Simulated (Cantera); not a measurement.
An isothermal, constant-pressure homogeneous reactor starts with 5.30 % H₂, 94.7 % O₂, at 1425 K and 290 Pa.

Model: the H2/O2 subset of GRI-Mech 3.0, which has no nitrogen chemistry, integrated in Cantera. Radical loss at walls, strong at low pressure, is not modelled. The temperature is held fixed by assumption; the heat of reaction is taken as removed at once.

Q: Predict: x(H₂) at 5.00 s; x(O₂) at 5.00 s; x(OH) at 5.00 s; x(H) at 5.00 s; x(O) at 5.00 s; x(HO₂) at 5.00 s.

A: 
| Quantity | Value |
|---|---|
| x(H₂) at 5.00 s | 0.000145 (gas-phase equilibrium 6.88e-7) |
| x(O₂) at 5.00 s | 0.939 (gas-phase equilibrium 0.945) |
| x(OH) at 5.00 s | 0.00264 (gas-phase equilibrium 0.000183) |
| x(H) at 5.00 s | 0.000334 (gas-phase equilibrium 1.06e-7) |
| x(O) at 5.00 s | 0.00546 (gas-phase equilibrium 2.52e-5) |
| x(HO₂) at 5.00 s | 1.78e-7 (gas-phase equilibrium 5.84e-8) |
